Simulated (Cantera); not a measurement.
# Stirred combustor or abatement burner

A perfectly stirred reactor is fed with C₃H₈ : O₂ : N₂ = 1 : 8.93 : 69.6 (molar parts), equivalence ratio 0.56, at 1.48 atm; it is adiabatic with a 650 K inlet, and is followed from long to short residence time, starting on the burning branch (τ in s: 0.051, 0.028, 0.015, 0.0083, 0.0045, 0.0025, 0.0013, 0.00073, 0.0004, 0.00022, 0.00012, 6.4e-05, 3.5e-05).

Computed with Cantera and GRI-Mech 3.0 (53 species, 325 reactions). GRI-Mech 3.0 was tuned for natural gas; its chemistry of propane as a main component is partial and can be far from experiment.

| τ (s) | T (K) | x C₃H₈ | x O₂ | x CH₂O | x NO | x HO₂ |
|---|---|---|---|---|---|---|
| 0.051 | 1386 | 5.63e-6 | 0.0492 | 2.71e-6 | 1.08e-6 | 6.36e-6 |
| 0.028 | 1382 | 8.21e-6 | 0.0494 | 4.16e-6 | 8.72e-7 | 8.88e-6 |
| 0.015 | 1375 | 1.22e-5 | 0.0497 | 6.53e-6 | 7.05e-7 | 1.24e-5 |
| 0.0083 | 1366 | 1.82e-5 | 0.0502 | 1.01e-5 | 5.88e-7 | 1.68e-5 |
| 0.0045 | 1351 | 2.87e-5 | 0.0511 | 1.66e-5 | 4.83e-7 | 2.32e-5 |
| 0.0025 | 1324 | 5.04e-5 | 0.0528 | 2.91e-5 | 3.44e-7 | 3.31e-5 |
| 0.0013 | 650 | 0.0126 | 0.112 | <1e-12 | <1e-12 | <1e-12 |
| 0.00073 | 650 | 0.0126 | 0.112 | <1e-12 | <1e-12 | <1e-12 |
| 0.00040 | 650 | 0.0126 | 0.112 | <1e-12 | <1e-12 | <1e-12 |
| 0.00022 | 650 | 0.0126 | 0.112 | <1e-12 | <1e-12 | <1e-12 |
| 0.00012 | 650 | 0.0126 | 0.112 | <1e-12 | <1e-12 | <1e-12 |
| 6.4e-5 | 650 | 0.0126 | 0.112 | <1e-12 | <1e-12 | <1e-12 |
| 3.5e-5 | 650 | 0.0126 | 0.112 | <1e-12 | <1e-12 | <1e-12 |
x: mole fraction; the columns are a selection and need not sum to one.
